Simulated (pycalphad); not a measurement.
Source of the numbers: pycalphad with the COST 507 light-alloy database (1999); pressure 1 atm. The data set is of 1999 and partly superseded. Amounts are mole fractions of atoms.

Problem. Give the equilibrium state of Hf-2.455C (wt.%) at 2927 °C.

Solution. fcc, fraction 0.646, with 3.7 C wt.%; liquid, fraction 0.354, with 0.82 C wt.%.

Problem. Give the equilibrium state of Hf-2.455C (wt.%) at 1327 °C.

Solution. fcc, fraction 0.708, with 3.7 C wt.%; hcp, fraction 0.292, with 0.38 C wt.%.

The fcc model also describes the rock-salt carbide or nitride (TiC, TiN, HfC).
